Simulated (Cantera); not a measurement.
## Transport properties of process gases

Gas mixture: 100 % C₂H₆, at 750 Torr, frozen composition.

Cantera's kinetic-theory transport with the Lennard-Jones parameters of GRI-Mech 3.0, ideal gas; thermal conductivity in the mixture-averaged form. The composition is frozen, though it would react at the higher temperatures.

```
T (K)  ρ (kg/m³)  cp (J/kg/K)  μ (µPa s)  λ (mW/m/K)     Pr  D (cm²/s) OH  D (cm²/s) CH₃  D (cm²/s) CH₄
-----  ---------  -----------  ---------  ----------  -----  ------------  -------------  -------------
400        0.904         2167       12.3        35.6  0.750         0.380          0.274          0.273
500        0.723         2585       15.0        51.7  0.750         0.564          0.411          0.409
600        0.603         2972       17.4        69.0  0.751         0.773          0.568          0.565
700        0.517         3308       19.7        86.8  0.751          1.01          0.744          0.739
800        0.452         3591       21.8         105  0.749          1.26          0.937          0.932
900        0.402         3837       23.8         122  0.748          1.54           1.15           1.14
1000       0.362         4080       25.7         140  0.751          1.84           1.37           1.37
1100       0.329         4276       27.6         157  0.751          2.16           1.62           1.60
1200       0.301         4449       29.3         174  0.750          2.50           1.87           1.86
```
D: mixture-averaged diffusion coefficient of that species in the mixture.
